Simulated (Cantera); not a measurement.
Input (Python, Cantera):

```python
import numpy as np
import cantera as ct

gas = ct.Solution("gri30.yaml", transport_model="multicomponent")
show = ['H', 'CH3', 'OH']

rows = []
print(f"{'T/K':>7s}{'rho':>11s}{'cp':>10s}{'mu':>11s}{'lambda':>11s}{'Pr':>7s}" + "".join(f"{'D_' + s:>11s}" for s in show))
for T in [400, 650, 900, 1150, 1400, 1650, 1900]:
    gas.TPX = T, 2666, {'H2O': 0.52}
    Pr = gas.cp_mass * gas.viscosity / gas.thermal_conductivity
    D = [gas.mix_diff_coeffs_mole[gas.species_index(s)] for s in show]
    rows.append([gas.density, gas.cp_mass, gas.viscosity, gas.thermal_conductivity, Pr, *D])
    print(f"{T:7g}{gas.density:11.4e}{gas.cp_mass:10.1f}{gas.viscosity:11.4e}"
          f"{gas.thermal_conductivity:11.4e}{Pr:7.3f}" + "".join(f"{d:11.4e}" for d in D))
print("SI units: kg/m3, J/kg/K, Pa s, W/m/K, m2/s")
```

Output:

```
    T/K        rho        cp         mu     lambda     Pr        D_H      D_CH3       D_OH
    400 1.4441e-02    1902.2 1.3967e-05 3.6786e-02  0.722 8.6300e-03 1.5580e-03 2.4211e-03
    650 8.8868e-03    2048.7 2.3372e-05 6.7061e-02  0.714 2.1402e-02 3.8625e-03 5.8289e-03
    900 6.4183e-03    2219.6 3.2640e-05 1.0158e-01  0.713 3.8337e-02 6.9174e-03 1.0284e-02
   1150 5.0230e-03    2401.0 4.1530e-05 1.3952e-01  0.715 5.8825e-02 1.0613e-02 1.5646e-02
   1400 4.1260e-03    2565.4 4.9979e-05 1.7896e-01  0.716 8.2491e-02 1.4881e-02 2.1829e-02
   1650 3.5009e-03    2708.2 5.7982e-05 2.1870e-01  0.718 1.0909e-01 1.9678e-02 2.8772e-02
   1900 3.0402e-03    2829.8 6.5556e-05 2.5791e-01  0.719 1.3843e-01 2.4971e-02 3.6433e-02
SI units: kg/m3, J/kg/K, Pa s, W/m/K, m2/s
```

Cantera simulation using GRI-Mech 3.0 (53 species, 325 reactions); the numbers are that mechanism's predictions, not measurements. Polar gases are described roughly by these parameters.
